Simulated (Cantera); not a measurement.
A closed system holds: 1 mol Zr, 8.9 mol NH3, 450 mol H2, held at 2125 K and 133 Pa.

These are equilibrium values from Cantera (NASA tables, ideal gas, pure condensed phases), not measurements of a reactor. Candidate condensed phases: Zr, ZrN; 11 gas species. ZrN: taken at fixed stoichiometry. Rates play no part.

Base state: H2 0.898, H 0.0942, N2 0.00805 (mole fractions); condensed: ZrN(s).

**Question.** What changes in the equilibrium state with this change: temperature from 2125 K to 1300 K?

**Answer.** 
```
species       before    after
-----------  -------  -------
H2             0.898    0.992
N2           0.00805  0.00845
H             0.0942  3.02e-5
ZrN(s), mol    1.000     1.00
```
